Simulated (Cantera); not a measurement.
Thermodynamics of silicon etching in halogen gases, feed Si + HCl

A closed system holds: 1 mol Si, 4.5 mol HCl, equilibrated at 652 °C.

Cantera equilibrium calculation (NASA polynomials, part measured and part estimated; ideal gas, pure solids and liquids). Candidate condensed phases: Si; 19 gas species. The tables' values for SiCl₃ are old estimates; treat these amounts as uncertain. Rates play no part.

From 1.00 Pa to 1.00 bar nothing is condensed. The main Si-bearing gas is SiCl₄ throughout.

```tsv
P (Pa)	x H₂	x SiCl₄	x HCl	x SiCl₂	x SiCl₃	x SiHCl₃	x SiH₂Cl₂	x H
1	0.547	0.261	0.171	0.00960	0.00795	0.00303	3.46e-6	6.09e-8
4.20	0.560	0.273	0.156	0.00294	0.00450	0.00356	4.56e-6	3.01e-8
18	0.565	0.278	0.150	0.000761	0.00231	0.00380	5.10e-6	1.46e-8
75	0.566	0.280	0.148	0.000190	0.00116	0.00389	5.31e-6	7.16e-9
320	0.567	0.281	0.147	4.51e-5	0.000565	0.00393	5.39e-6	3.47e-9
1300	0.567	0.281	0.147	1.12e-5	0.000281	0.00394	5.43e-6	1.72e-9
5600	0.567	0.282	0.147	2.60e-6	0.000136	0.00395	5.44e-6	8.29e-10
24000	0.567	0.282	0.147	6.07e-7	6.56e-5	0.00395	5.45e-6	4.00e-10
100000	0.567	0.282	0.147	1.46e-7	3.22e-5	0.00396	5.45e-6	1.96e-10
```
x: gas mole fraction; nothing condenses.
